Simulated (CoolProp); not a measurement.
Vapour-liquid equilibrium of R134a (1) + methanol (2) at 290.8 K; x and y are mole fractions of (1).

The numbers come from the multi-fluid Helmholtz-energy mixture model, Tillner-Roth 1994 and de Reuck 1993; pair parameters Bell 2016 in CoolProp.

| x | bubble pressure (kPa) | y at the bubble point | dew pressure at overall composition x (kPa) | liquid density (mol/L) |
|---|---|---|---|---|
| 0.05 | 105.8 | 0.893 | 12.07 | 23.86 |
| 0.2 | 254.2 | 0.957 | 14.32 | 21.39 |
| 0.35 | 314.2 | 0.966 | 17.60 | 19.22 |
| 0.5 | 351.4 | 0.972 | 22.85 | 17.29 |
| 0.65 | 389.6 | 0.977 | 32.62 | 15.57 |
| 0.8 | 438.6 | 0.985 | 56.99 | 14.00 |
| 0.95 | 504.5 | 0.995 | 222.6 | 12.56 |

No azeotrope shows between x = 0.05 and 0.95.

The pair parameters rest on a limited set of measurements; away from them the model extrapolates. With so large a gap from Raoult's law the liquid may split in two, which this calculation doesn't test in full.
